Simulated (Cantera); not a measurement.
An adiabatic, constant-volume homogeneous reactor starts with CO : H2 : CH4 : O2 : N2 = 2 : 0.3 : 0.083 : 1.12 : 4.2 (molar parts), at 1500 K and 180000 Pa.

Detailed kinetics in Cantera: GRI-Mech 3.0 (53 species, 325 reactions).

One state of this run: T (K) = 2972; P (bar) = 3.32; x CO = 0.140; x H2 = 0.00610; x CH4 = <1e-12; x H2O = 0.0478; x CO2 = 0.150; x HCN = 7.30e-9. x: mole fraction; the columns are a selection and need not sum to one.

Q: Which value of t (s) does it belong to?
(A) 0.0176
(B) 4.13e-5
(C) 5.49e-6
(D) 2.00e-6

A: A, 0.0176
